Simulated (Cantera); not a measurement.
A closed system holds: 1 mol B2O3, 2.5 mol NH3, 1.1 mol N2, equilibrated at 1.33 mbar.

Method: chemical equilibrium by Gibbs-energy minimisation in Cantera with the NASA 1993 tables (ideal gas, pure condensed phases). Candidate condensed phases: B, BN, B2O3, B3O3H3, H2O; 39 gas species. The numbers say what is thermodynamically allowed, not how fast it happens. All values below are at 1850 °C.

Base state: H2 0.413, N2 0.312, HBO2 0.0636, H 0.0631, B2O3 0.0589, BO 0.0502, HBO 0.0253, H2O 0.00862 (mole fractions); condensed: gas only.

Q: What changes in the equilibrium state with this change: N2 from 1.1 to 16 mol?

A: 
```tsv
species	before	after
N2	0.312	0.761
H2	0.413	0.130
H	0.0631	0.0354
B2O3	0.0589	0.0170
HBO	0.0253	0.00650
HBO2	0.0636	0.0224
BO	0.0502	0.0230
B2O2	0.00355	0.000747
H2O	0.00862	0.00370
NO	5.72e-6	1.22e-5
BO2	0.00145	0.000910
```
